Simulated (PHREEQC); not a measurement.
Make-up at 35 °C: 0.2 mol NH3 per kg of water. Closed to the air; pH follows from the charge balance.

Equilibrium calculation in PHREEQC: ion-association model, phreeqc.dat.

```tsv
quantity	before	after
pH	10.96	10.61
ionic strength (mol/kgw)	0.00201	0.000881
NH4+ (mol/kgw)	0.00201	0.000881
```

### Question
Name the change that produced these shifts.
(A) NH3 from 0.2 to 0.3 mol/kgw
(B) NH3 from 0.2 to 0.18 mol/kgw
(C) NH3 from 0.2 to 0.22 mol/kgw
(D) diluted 5-fold with water
(E) NH3 replaced by NH4Cl at the same molality

### Answer
D, diluted 5-fold with water

No solid was allowed to form.
